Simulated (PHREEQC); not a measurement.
A solution holds 0.16 mol/kgw FeCl3, 0.042 mol/kgw CaCl2, 3.8e-05 mol/kgw H2SO4 and 0.00014 mol/kgw NaCl, at 35 °C. Closed to the air; pH follows from the charge balance.

All values are PHREEQC results (ion-association model, phreeqc.dat), not measurements.

```
quantity                    before    after
-------------------------  -------  -------
pH                            1.87     2.44
ionic strength (mol/kgw)     0.660    0.780
Cl- (mol/kgw)                0.419    0.466
SO4-2 (mol/kgw)            4.47e-6  7.88e-6
HSO4- (mol/kgw)            1.76e-6  7.67e-7
CaSO4 (mol/kgw)            1.35e-6  2.13e-6
SI of Gypsum (CaSO4:2H2O)    -3.51    -3.30
```

Task: What was changed between the two runs?
(A) NaCl from 0.00014 to 0.00028 mol/kgw
(B) 0.068 mol/kgw TMAH added
(C) 0.02 mol/kgw Na2CO3 added
(D) temperature from 35 to 60 °C
(E) NaCl replaced by KCl at the same molality

Result: B, 0.068 mol/kgw TMAH added

Precipitation was switched off in this run. The ionic strength passes 0.7 mol/kgw, the rough limit of the ion-association models, in after. Some of these states are supersaturated (in Hematite (slow to form), Goethite (slow to form), for instance). (CH3)4N+ isn't in the database: it is added as a free cation with an ion size of 4 Å.
